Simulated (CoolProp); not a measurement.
Vapour-liquid equilibrium of CH2F2 (R32) (1) + propylene (2) at 78.2 kPa; x and y are mole fractions of (1).

Model: multi-fluid Helmholtz-energy mixture model, Tillner-Roth 1997 and Lemmon 2013; pair parameters Bell 2016, in CoolProp.

| x | bubble temperature (K) | y at the bubble point | dew temperature at overall composition x (K) | liquid density (mol/L) |
|---|---|---|---|---|
| 0.05 | 215.8 | 0.221 | 219.1 | 15.02 |
| 0.2 | 210.4 | 0.469 | 216.2 | 15.99 |
| 0.35 | 209.1 | 0.537 | 213.0 | 16.98 |
| 0.5 | 208.9 | 0.557 | 209.7 | 18.13 |
| 0.65 | 208.9 | 0.564 | 210.3 | 19.50 |
| 0.8 | 209.2 | 0.593 | 213.1 | 21.15 |
| 0.95 | 212.7 | 0.780 | 215.7 | 23.00 |

y crosses x between x = 0.5 and 0.65: the model has an azeotrope there.

Pair parameters are fitted to limited data, so mixtures are less certain than the pure fluids.
